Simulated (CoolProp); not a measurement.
Vapour-liquid equilibrium of CH2F2 (R32) (1) + isobutane (2) at 306.5 K; x and y are mole fractions of (1).

The numbers come from the multi-fluid Helmholtz-energy mixture model, Tillner-Roth 1997 and Bücker 2006; pair parameters Bell 2016 in CoolProp.

```json
[
 {"x": "0.05", "bubble pressure (kPa)": "739.3", "y at the bubble point": "0.381", "dew pressure at overall composition x (kPa)": "469.4", "liquid density (mol/L)": "9.470"},
 {"x": "0.125", "bubble pressure (kPa)": "1104", "y at the bubble point": "0.580", "dew pressure at overall composition x (kPa)": "512.6", "liquid density (mol/L)": "9.749"},
 {"x": "0.2", "bubble pressure (kPa)": "1383", "y at the bubble point": "0.664", "dew pressure at overall composition x (kPa)": "563.9", "liquid density (mol/L)": "10.04"},
 {"x": "0.275", "bubble pressure (kPa)": "1587", "y at the bubble point": "0.710", "dew pressure at overall composition x (kPa)": "626.0", "liquid density (mol/L)": "10.35"},
 {"x": "0.35", "bubble pressure (kPa)": "1733", "y at the bubble point": "0.738", "dew pressure at overall composition x (kPa)": "702.3", "liquid density (mol/L)": "10.68"},
 {"x": "0.425", "bubble pressure (kPa)": "1838", "y at the bubble point": "0.758", "dew pressure at overall composition x (kPa)": "798.4", "liquid density (mol/L)": "11.04"},
 {"x": "0.5", "bubble pressure (kPa)": "1916", "y at the bubble point": "0.774", "dew pressure at overall composition x (kPa)": "923.3", "liquid density (mol/L)": "11.45"},
 {"x": "0.575", "bubble pressure (kPa)": "1979", "y at the bubble point": "0.789", "dew pressure at overall composition x (kPa)": "1091", "liquid density (mol/L)": "11.93"},
 {"x": "0.65", "bubble pressure (kPa)": "2034", "y at the bubble point": "0.805", "dew pressure at overall composition x (kPa)": "1327", "liquid density (mol/L)": "12.51"},
 {"x": "0.725", "bubble pressure (kPa)": "2082", "y at the bubble point": "0.824", "dew pressure at overall composition x (kPa)": "1663", "liquid density (mol/L)": "13.23"},
 {"x": "0.8", "bubble pressure (kPa)": "2123", "y at the bubble point": "0.849", "dew pressure at overall composition x (kPa)": "2019", "liquid density (mol/L)": "14.13"},
 {"x": "0.875", "bubble pressure (kPa)": "2150", "y at the bubble point": "0.885", "dew pressure at overall composition x (kPa)": "2145", "liquid density (mol/L)": "15.26"},
 {"x": "0.95", "bubble pressure (kPa)": "2142", "y at the bubble point": "0.942", "dew pressure at overall composition x (kPa)": "2138", "liquid density (mol/L)": "16.66"}
]
```

y crosses x between x = 0.875 and 0.95: the model has an azeotrope there.

Pair parameters are fitted to limited data, so mixtures are less certain than the pure fluids. With so large a gap from Raoult's law the liquid may split in two, which this calculation doesn't test in full.
